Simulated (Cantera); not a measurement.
Cantera with NASA thermochemical tables; ideal gases at 1 bar, condensed phases pure. Values are per mole of reaction as written; species without (g) are pure solids or liquids, kept so even where they would boil at 1 bar.

2 Ta + 5 N2O(g) → Ta2O5 + 10 N(g), with ΔH° = 2273.0 kJ and ΔS° = 493.8 J/K at 300 K.

Task: How far is the shortcut ΔG° ≈ ΔH°(300 K) − T·ΔS°(300 K) from the full temperature-dependent value at 1073, 1173, 1273, 1373, 1473, 1573, 1673, 1773, 1873 K?

Result: 
| T (K) | shortcut (kJ) | full (kJ) | difference (kJ) | difference in log10 K |
|---|---|---|---|---|
| 1073 | 1743.1 | 1693.3 | 49.8 | -2.42 |
| 1173 | 1693.7 | 1633.7 | 60.0 | -2.67 |
| 1273 | 1644.3 | 1573.7 | 70.6 | -2.90 |
| 1373 | 1594.9 | 1513.3 | 81.7 | -3.11 |
| 1473 | 1545.6 | 1452.5 | 93.1 | -3.30 |
| 1573 | 1496.2 | 1391.4 | 104.8 | -3.48 |
| 1673 | 1446.8 | 1330.0 | 116.8 | -3.65 |
| 1773 | 1397.4 | 1268.3 | 129.1 | -3.80 |
| 1873 | 1348.0 | 1206.4 | 141.6 | -3.95 |
The shortcut ignores the heat-capacity change of the reaction.
